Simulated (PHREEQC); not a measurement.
PHREEQC input (ion-association model, wateq4f.dat):

```
SOLUTION_MASTER_SPECIES
  An  An-  0  An  62.0  # stands for a non-complexing anion
SOLUTION_SPECIES
  An- = An-
    -log_k 0
    -gamma 3.0 0
PHASES
  Fix_H+
    H+ = H+
    -log_k 0
SOLUTION 1
  temp 25
  units mmol/kgw
  pH 7 charge
  Na 300
  An 300
END
SELECTED_OUTPUT 1
  -reset false
  -pH true
  -pe true
  -ionic_strength true
  -water true
  -totals Na
  -molalities Hfo_wOH Hfo_wOH2+ Hfo_wO- Hfo_sOH Hfo_sOH2+ Hfo_sO-
USER_PUNCH 1
  -headings sigma psi
  10 PUNCH EDL("sigma", "Hfo"), EDL("psi", "Hfo")
PRINT
  -reset false
USE solution 1
SURFACE 1
  Hfo_wOH 0.000426966 600 0.19
  Hfo_sOH 1.06742e-05
EQUILIBRIUM_PHASES 1
  Fix_H+ -3 HAn 10
    -force_equality true
  O2(g) -0.68 10
END
# ... the last block is repeated for the other 16 points of pH, with NaOH or the acid as the point needs
```

Selected output (columns that matter, 17 of 17 rows; pH added in front):

```
pH	mu	Na	m_Hfo_wOH	m_Hfo_wOH2+	m_Hfo_wO-	m_Hfo_sOH	m_Hfo_sOH2+	m_Hfo_sO-	sigma	psi
3	0.3015	0.3	2.8814e-06	0.00042408	4.485e-10	7.2036e-08	1.0602e-05	1.1213e-11	0.36793	0.12554
3.5	0.30062	0.3	8.7662e-06	0.0004182	4.2097e-09	2.1916e-07	1.0455e-05	1.0524e-10	0.36282	0.1249
4	0.30033	0.3	2.4714e-05	0.00040222	3.4787e-08	6.1784e-07	1.0055e-05	8.6967e-10	0.34893	0.12295
4.5	0.30023	0.3	5.9597e-05	0.00036715	2.2162e-07	1.4899e-06	9.1787e-06	5.5404e-09	0.31834	0.11833
5	0.30017	0.3	0.00011494	0.00031105	9.7307e-07	2.8736e-06	7.7763e-06	2.4327e-08	0.26902	0.10989
5.5	0.30013	0.3	0.00017852	0.00024548	2.974e-06	4.4629e-06	6.1369e-06	7.4351e-08	0.21039	0.097706
6	0.30009	0.3	0.00023568	0.00018439	6.901e-06	5.892e-06	4.6097e-06	1.7253e-07	0.15399	0.082617
6.5	0.30006	0.3	0.00027879	0.00013498	1.3191e-05	6.9698e-06	3.3746e-06	3.2978e-07	0.10567	0.065368
7	0.30004	0.3	0.00030675	9.8282e-05	2.1933e-05	7.6688e-06	2.4571e-06	5.4832e-07	0.066241	0.046397
7.5	0.30002	0.3	0.00032194	7.2082e-05	3.2941e-05	8.0486e-06	1.8021e-06	8.2352e-07	0.033959	0.026026
8	0.3	0.3	0.00032757	5.3117e-05	4.6279e-05	8.1893e-06	1.3279e-06	1.157e-06	0.0059325	0.004737
8.5	0.30002	0.30003	0.00032544	3.8489e-05	6.3038e-05	8.136e-06	9.6223e-07	1.576e-06	-0.021299	-0.016733
9	0.30005	0.30007	0.00031481	2.6508e-05	8.5649e-05	7.8703e-06	6.627e-07	2.1412e-06	-0.05131	-0.037583
9.5	0.3001	0.30015	0.00029286	1.6743e-05	0.00011736	7.3216e-06	4.1856e-07	2.934e-06	-0.087294	-0.057213
10	0.30022	0.3003	0.00025654	9.3613e-06	0.00016106	6.4136e-06	2.3403e-07	4.0265e-06	-0.13161	-0.075257
10.5	0.30057	0.30068	0.00020502	4.4269e-06	0.00021752	5.1255e-06	1.1067e-07	5.438e-06	-0.18488	-0.091355
11	0.30161	0.30176	0.00014262	1.6483e-06	0.0002827	3.5655e-06	4.1207e-08	7.0675e-06	-0.24384	-0.10487
```

Complexes and solids missing from the database can't appear. The oxide is taken as insoluble; below pH 4 it would dissolve.
